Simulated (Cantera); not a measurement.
Standard-state values (1 bar) from the NASA 1993 polynomials, evaluated with Cantera. Values are per mole of reaction as written; species without (g) are pure solids or liquids, kept so even where they would boil at 1 bar.

Cu + H2(g) + 2 NO(g) ⇌ N2(g) + Cu(OH)2, with ΔH° = -632.9 kJ and ΔS° = -285.3 J/K at 300 K.

Task: How far is the shortcut ΔG° ≈ ΔH°(300 K) − T·ΔS°(300 K) from the full temperature-dependent value at 425, 475, 525, 575, 625, 675, 725, 775, 825, 875, 925 K?

Result: 
```
T (K)  shortcut (kJ)  full (kJ)  difference (kJ)  difference in log10 K
-----  -------------  ---------  ---------------  ---------------------
425           -511.7     -511.9              0.3                  -0.03
475           -497.4     -497.9              0.6                  -0.06
525           -483.1     -484.0              0.9                  -0.09
575           -468.9     -470.2              1.3                  -0.12
625           -454.6     -456.5              1.9                  -0.16
675           -440.3     -442.8              2.5                  -0.19
725           -426.1     -429.2              3.2                  -0.23
775           -411.8     -415.7              3.9                  -0.26
825           -397.5     -402.3              4.8                  -0.30
875           -383.3     -389.0              5.7                  -0.34
925           -369.0     -375.7              6.7                  -0.38
```
The shortcut ignores the heat-capacity change of the reaction.
